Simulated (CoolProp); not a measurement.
Vapour-liquid equilibrium of propylene (1) + dimethyl ether (2) at 0.0339 MPa; x and y are mole fractions of (1).

Values from CoolProp's multi-fluid Helmholtz-energy mixture model, Lemmon 2013 and Wu 2011; pair parameters Bell 2016.

| x | bubble temperature (K) | y at the bubble point | dew temperature at overall composition x (K) | liquid density (mol/L) |
|---|---|---|---|---|
| 0.05 | 223.3 | 0.172 | 225.1 | 16.57 |
| 0.2 | 217.4 | 0.496 | 222.8 | 16.39 |
| 0.35 | 213.3 | 0.671 | 220.3 | 16.17 |
| 0.5 | 210.4 | 0.779 | 217.3 | 15.93 |
| 0.65 | 208.1 | 0.857 | 213.8 | 15.68 |
| 0.8 | 206.2 | 0.920 | 209.8 | 15.43 |
| 0.95 | 204.6 | 0.980 | 205.4 | 15.19 |

No azeotrope shows between x = 0.05 and 0.95.

The pair parameters rest on a limited set of measurements; away from them the model extrapolates.
